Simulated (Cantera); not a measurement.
## Thermodynamics of titanium nitride, carbide and oxide coatings, feed Ti + CH4 + H2

Input: 1 mol Ti, 0.24 mol CH4, 50 mol H2, at 1825 °C.

Equilibrium computed with Cantera from the NASA thermochemical tables; the gas is ideal and each condensed phase is pure. Candidate condensed phases: C, C6H6, C7H8, C8H18, Ti, TiC; 77 gas species. Mutual solubility and eutectic melting of coexisting phases are not modelled. TiC: taken at fixed stoichiometry. Condensed phases not in the tables: N, O or C dissolved in the metal. Rates play no part.

| P (Pa) | x H2 | x H | x Ti | x CH4 | n TiC(s) | n Ti(l) |
|---|---|---|---|---|---|---|
| 10 | 0.725 | 0.262 | 0.0129 | 6.29e-11 | 0.240 | 0 |
| 46 | 0.853 | 0.133 | 0.0138 | 8.12e-11 | 0.240 | 0 |
| 220 | 0.923 | 0.0631 | 0.0144 | 9.14e-11 | 0.240 | 0 |
| 1000 | 0.966 | 0.0303 | 0.00339 | 4.25e-10 | 0.240 | 0.585 |
| 4600 | 0.985 | 0.0143 | 0.000738 | 2.03e-9 | 0.240 | 0.722 |
| 22000 | 0.993 | 0.00654 | 0.000154 | 9.87e-9 | 0.240 | 0.752 |
| 100000 | 0.997 | 0.00308 | 3.39e-5 | 4.52e-8 | 0.240 | 0.758 |
x: gas mole fraction; n: condensed amount in mol.

From 10.0 Pa to 2.20 mbar the condensed part is TiC(s). From 10.0 mbar to 1.00 bar the condensed part is Ti(l) + TiC(s). The main Ti-bearing gas is Ti throughout.
